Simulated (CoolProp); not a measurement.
R404A at 433.85 K and 0.103 MPa is compressed adiabatically to 0.316 MPa with isentropic efficiency 0.8. Each further row changes one setting.

Values from CoolProp's reference Helmholtz-energy equation of state, Lemmon 2003. It is a pseudo-pure fit of the blend.

```json
[
 {"case": "as stated", "work (kJ/kg)": "…", "final temperature (K)": "482.7", "final density (kg/m³)": "…"},
 {"case": "efficiency 1", "work (kJ/kg)": "…", "final temperature (K)": "473.4", "final density (kg/m³)": "7.91"},
 {"case": "efficiency 0.65", "work (kJ/kg)": "66.2", "final temperature (K)": "…", "final density (kg/m³)": "…"}
]
```

Question: Some entries are withheld; supply them.

Answer: 
- as stated, work (kJ/kg): 53.8
- as stated, final density (kg/m³): 7.75
- efficiency 1, work (kJ/kg): 43.0
- efficiency 0.65, final temperature (K): 493.4
- efficiency 0.65, final density (kg/m³): 7.58
